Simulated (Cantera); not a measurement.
Feed: 1 mol Si3N4, 0.98 mol NF3, 2.2 mol H2, equilibrated at 1050 K and 133 Pa.

These are equilibrium values from Cantera (NASA tables, ideal gas, pure condensed phases), not measurements of a reactor. Candidate condensed phases: Si, Si3N4; 37 gas species. The tables' values for SiF3 are old estimates; treat these amounts as uncertain. Equilibrium is a limit: real reactors are often held back by kinetics, nucleation or transport.

Base state: H2 0.561, N2 0.250, SiF4 0.187, HF 0.00134, SiHF3 0.000370, SiF3 0.000164 (mole fractions); condensed: Si3N4(s).

Task: What changes in the equilibrium state with this change: NF3 from 0.98 to 11 mol?

Result: 
| species | before | after |
|---|---|---|
| F | <1e-9 | 0.507 |
| N2 | 0.250 | 0.241 |
| HF | 0.00134 | 0.142 |
| H2 | 0.561 | <1e-9 |
| F2 | <1e-9 | 0.0138 |
| SiF4 | 0.187 | 0.0966 |
| SiHF3 | 0.000370 | <1e-9 |
| SiF3 | 0.000164 | <1e-9 |
| Si3N4(s), mol | 0.755 | 0 |

Task: What changes in the equilibrium state with this change: pressure from 133 Pa to 100000 Pa?

Result: 
```
species          before     after
-------------  --------  --------
H2                0.561     0.561
N2                0.250     0.250
SiF4              0.187     0.187
HF              0.00134  0.000770
SiHF3          0.000370  0.000642
SiF3           0.000164   1.04e-5
NH3             1.19e-7   8.92e-5
Si3N4(s), mol     0.755     0.755
```
